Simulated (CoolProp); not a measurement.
Vapour-liquid equilibrium of dimethyl carbonate (1) + n-heptane (2) at 405.3 K; x and y are mole fractions of (1).

The numbers come from the multi-fluid Helmholtz-energy mixture model, Zhou 2011 and Span 2003; pair parameters Bell 2016 in CoolProp.

```json
[
 {"x": "0.05", "bubble pressure (MPa)": "0.2787", "y at the bubble point": "0.141", "dew pressure at overall composition x (MPa)": "0.2585", "liquid density (mol/L)": "5.905"},
 {"x": "0.125", "bubble pressure (MPa)": "0.3150", "y at the bubble point": "0.283", "dew pressure at overall composition x (MPa)": "0.2749", "liquid density (mol/L)": "6.083"},
 {"x": "0.2", "bubble pressure (MPa)": "0.3420", "y at the bubble point": "0.378", "dew pressure at overall composition x (MPa)": "0.2930", "liquid density (mol/L)": "6.277"},
 {"x": "0.275", "bubble pressure (MPa)": "0.3616", "y at the bubble point": "0.446", "dew pressure at overall composition x (MPa)": "0.3127", "liquid density (mol/L)": "6.489"},
 {"x": "0.35", "bubble pressure (MPa)": "0.3755", "y at the bubble point": "0.498", "dew pressure at overall composition x (MPa)": "0.3339", "liquid density (mol/L)": "6.722"},
 {"x": "0.425", "bubble pressure (MPa)": "0.3850", "y at the bubble point": "0.540", "dew pressure at overall composition x (MPa)": "0.3556", "liquid density (mol/L)": "6.979"},
 {"x": "0.5", "bubble pressure (MPa)": "0.3911", "y at the bubble point": "0.576", "dew pressure at overall composition x (MPa)": "0.3760", "liquid density (mol/L)": "7.262"},
 {"x": "0.575", "bubble pressure (MPa)": "0.3944", "y at the bubble point": "0.609", "dew pressure at overall composition x (MPa)": "0.3909", "liquid density (mol/L)": "7.576"},
 {"x": "0.65", "bubble pressure (MPa)": "0.3953", "y at the bubble point": "0.643", "dew pressure at overall composition x (MPa)": "0.3952", "liquid density (mol/L)": "7.923"},
 {"x": "0.725", "bubble pressure (MPa)": "0.3933", "y at the bubble point": "0.681", "dew pressure at overall composition x (MPa)": "0.3879", "liquid density (mol/L)": "8.308"},
 {"x": "0.8", "bubble pressure (MPa)": "0.3875", "y at the bubble point": "0.728", "dew pressure at overall composition x (MPa)": "0.3740", "liquid density (mol/L)": "8.736"},
 {"x": "0.875", "bubble pressure (MPa)": "0.3756", "y at the bubble point": "0.792", "dew pressure at overall composition x (MPa)": "0.3574", "liquid density (mol/L)": "9.210"},
 {"x": "0.95", "bubble pressure (MPa)": "0.3532", "y at the bubble point": "0.893", "dew pressure at overall composition x (MPa)": "0.3403", "liquid density (mol/L)": "9.736"}
]
```

y crosses x between x = 0.575 and 0.65: the model has an azeotrope there.

Pair parameters are fitted to limited data, so mixtures are less certain than the pure fluids.
